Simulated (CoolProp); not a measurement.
Octamethyltrisiloxane (MDM) at 293.15 K and 1.8 MPa is throttled through a valve to 0.616 MPa with no heat exchange. Each further row changes one setting.

Model: reference Helmholtz-energy equation of state, Thol 2017, in CoolProp.

```
case                       temperature change (K)  final density (kg/m³)
-------------------------  ----------------------  ---------------------
as stated                                     ___                    821
outlet pressure 0.185 MPa                     ___                    ___
outlet pressure 0.801 MPa                     ___                    821
```

Q: Some entries are withheld; supply them.

A: 
- as stated, temperature change (K): +0.5
- outlet pressure 0.185 MPa, temperature change (K): +0.7
- outlet pressure 0.185 MPa, final density (kg/m³): 820
- outlet pressure 0.801 MPa, temperature change (K): +0.4
